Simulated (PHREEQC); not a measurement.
Consider water at 17 °C with 0.031 mol K2SO4 and 0.038 mol H3BO3 per kg of water. Closed to the air; pH follows from the charge balance.

All values are PHREEQC results (ion-association model, wateq4f.dat), not measurements.

The pH is 5.48 and the ionic strength is 0.0855 mol/kgw.

```csv
species,molality,activity,log γ
K+,0.0583,0.0453,-0.109
H3BO3,0.0380,0.0387,0.009
SO4-2,0.0273,0.0108,-0.402
KSO4-,0.00373,0.00298,-0.097
H2BO3-,7.66e-6,5.83e-6,-0.119
H+,3.95e-6,3.29e-6,-0.079
```

No solid was allowed to form. Complexes and solids missing from the database can't appear.
